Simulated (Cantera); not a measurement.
An adiabatic, constant-volume homogeneous reactor starts with C3H8 : O2 : N2 = 1 : 4.55 : 54.5 (molar parts), equivalence ratio 1.1, at 1350 K and 0.306 atm. Integrator tolerance rtol = 1e-08.

Detailed kinetics in Cantera: GRI-Mech 3.0 (53 species, 325 reactions). GRI-Mech 3.0 was tuned for natural gas; its chemistry of propane as a main component is partial and can be far from experiment.

**Question.** What does this change do: initial temperature 1350 to 1175 K?

**Answer.** 
| quantity | before | after |
|---|---|---|
| time of steepest temperature rise | 1.62 ms | 34.4 ms |
| temperature at 0.800 s | 2301 K | 2181 K |
| equilibrium temperature | 2301 K | 2181 K |
| x(C3H8) at 0.800 s | <1e-12 (gas-phase equilibrium <1e-12) | <1e-12 (gas-phase equilibrium <1e-12) |
| x(O2) at 0.800 s | 0.00134 (gas-phase equilibrium 0.00134) | 0.000415 (gas-phase equilibrium 0.000412) |
| x(CH2CO) at 0.800 s | <1e-12 (gas-phase equilibrium <1e-12) | <1e-12 (gas-phase equilibrium <1e-12) |
| x(CO2) at 0.800 s | 0.0339 (gas-phase equilibrium 0.0339) | 0.0364 (gas-phase equilibrium 0.0364) |
| x(OH) at 0.800 s | 0.00186 (gas-phase equilibrium 0.00186) | 0.000864 (gas-phase equilibrium 0.000861) |

**Question.** What does this change do: constant pressure in place of constant volume?

**Answer.** 
```tsv
quantity	before	after
time of steepest temperature rise	1.62 ms	1.71 ms
temperature at 0.800 s	2301 K	2123 K
equilibrium temperature	2301 K	2122 K
x(C3H8) at 0.800 s	<1e-12 (gas-phase equilibrium <1e-12)	<1e-12 (gas-phase equilibrium <1e-12)
x(O2) at 0.800 s	0.00134 (gas-phase equilibrium 0.00134)	0.000368 (gas-phase equilibrium 0.000359)
x(CH2CO) at 0.800 s	<1e-12 (gas-phase equilibrium <1e-12)	<1e-12 (gas-phase equilibrium <1e-12)
x(CO2) at 0.800 s	0.0339 (gas-phase equilibrium 0.0339)	0.0367 (gas-phase equilibrium 0.0367)
x(OH) at 0.800 s	0.00186 (gas-phase equilibrium 0.00186)	0.000771 (gas-phase equilibrium 0.000763)
```

**Question.** What does this change do: pressure from 0.306 atm to 20.7 atm?

**Answer.** 
```
quantity                                                            before                                      after
---------------------------------  ---------------------------------------  -----------------------------------------
time of steepest temperature rise                                  1.62 ms                                   0.179 ms
temperature at 0.800 s                                              2301 K                                     2358 K
equilibrium temperature                                             2301 K                                     2358 K
x(C3H8) at 0.800 s                   <1e-12 (gas-phase equilibrium <1e-12)      <1e-12 (gas-phase equilibrium <1e-12)
x(O2) at 0.800 s                   0.00134 (gas-phase equilibrium 0.00134)    7.18e-5 (gas-phase equilibrium 7.18e-5)
x(CH2CO) at 0.800 s                  <1e-12 (gas-phase equilibrium <1e-12)      <1e-12 (gas-phase equilibrium <1e-12)
x(CO2) at 0.800 s                    0.0339 (gas-phase equilibrium 0.0339)      0.0369 (gas-phase equilibrium 0.0369)
x(OH) at 0.800 s                   0.00186 (gas-phase equilibrium 0.00186)  0.000390 (gas-phase equilibrium 0.000390)
```
The pressure lies above the range GRI-Mech 3.0 was tuned for (to about 10 atm).
